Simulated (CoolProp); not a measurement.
Hexamethyldisiloxane (MM) at several states: density (kg/m³) from the reference equation and from simpler models built on Tc = 518.7 K, pc = 19.31 bar, ω = 0.418; each cubic takes its own stable root.

Computed with CoolProp (reference Helmholtz-energy equation of state, Thol 2016).

```tsv
T (K)	p (bar)	phase	reference
591.9	11.9	gas	45.86
374	0.926	gas	5.130
344.2	5.64	liquid	710.6
239.5	1.59	liquid	820.1
596.7	28.2	supercritical	138.1
```

Task: How far does each simpler model (van der Waals, Redlich-Kwong, Soave-Redlich-Kwong) lie from the reference over these 5 states: mean and median of the absolute difference, and the worst?

Result: 
- van der Waals: mean 20.2 %, median 17.7 %, worst -40.6 % at 239.5 K and 1.59 bar
- Redlich-Kwong: mean 7.2 %, median 9.8 %, worst -11.8 % at 344.2 K and 5.64 bar
- Soave-Redlich-Kwong: mean 4.1 %, median 3.3 %, worst -8.7 % at 239.5 K and 1.59 bar
